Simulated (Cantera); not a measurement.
Adiabatic ignition

An adiabatic, constant-volume homogeneous reactor starts with H₂ : O₂ : N₂ = 1 : 0.312 : 1.17 (molar parts), equivalence ratio 1.6, at 1050 K and 555 Torr.

Computed with Cantera and GRI-Mech 3.0 (53 species, 325 reactions).

```tsv
t (s)	T (K)	P (bar)	x H₂	x O₂	x NO₂	x OH	x H	x N₂O
3.00e-6	1050	0.740	0.403	0.126	<1e-12	6.81e-12	3.08e-10	<1e-12
6.59e-6	1050	0.740	0.403	0.126	<1e-12	1.97e-11	7.80e-10	<1e-12
1.45e-5	1050	0.740	0.403	0.126	<1e-12	6.69e-11	2.51e-9	<1e-12
3.18e-5	1050	0.740	0.403	0.126	<1e-12	3.98e-10	1.46e-8	<1e-12
6.98e-5	1050	0.740	0.403	0.126	<1e-12	1.14e-8	4.15e-7	<1e-12
0.000153	1059	0.746	0.401	0.125	<1e-12	3.50e-5	0.000871	4.49e-11
0.000337	2869	1.82	0.165	0.00116	3.09e-8	0.0151	0.0321	1.14e-7
0.000739	2868	1.82	0.166	0.00109	9.64e-8	0.0147	0.0315	1.27e-7
0.00162	2866	1.81	0.166	0.00106	1.37e-7	0.0145	0.0313	1.42e-7
0.00357	2865	1.81	0.166	0.00105	1.42e-7	0.0145	0.0312	1.44e-7
0.00783	2865	1.81	0.166	0.00105	1.42e-7	0.0145	0.0312	1.44e-7
0.0172	2865	1.81	0.166	0.00105	1.42e-7	0.0145	0.0312	1.44e-7
0.0378	2865	1.81	0.166	0.00105	1.42e-7	0.0145	0.0312	1.44e-7
0.0829	2865	1.81	0.166	0.00105	1.42e-7	0.0145	0.0312	1.44e-7
0.182	2865	1.81	0.166	0.00105	1.42e-7	0.0145	0.0312	1.44e-7
0.400	2865	1.81	0.166	0.00105	1.42e-7	0.0145	0.0312	1.44e-7
```
x: mole fraction; the columns are a selection and need not sum to one.

| Item | Result |
|---|---|
| time of steepest temperature rise | 0.182 ms |
| temperature at 0.400 s | 2865 K |
| equilibrium temperature | 2865 K |
| x(H₂) at 0.400 s | 0.166 (gas-phase equilibrium 0.166) |
| x(O₂) at 0.400 s | 0.00105 (gas-phase equilibrium 0.00105) |
| x(NO₂) at 0.400 s | 1.42e-7 (gas-phase equilibrium 1.42e-7) |
